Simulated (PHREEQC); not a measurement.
**Silver or lead bath**

Make-up at 75 °C: 0.018 mol AgNO3, 0.003 mol HNO3, 0.048 mol Zn(NO3)2 and 0.0031 mol AgF per kg of water. Closed to the air; pH follows from the charge balance.

Computed with PHREEQC (ion-association model, wateq4f.dat).

No solid was allowed to form.

Task: Estimate the pH.

Result: pH 3.08.

Task: In which forms is Ag present?

Result: Ag+ 97 %, AgNO3 2.8 % of the Ag.

Constants without temperature data keep their 25 °C values here.
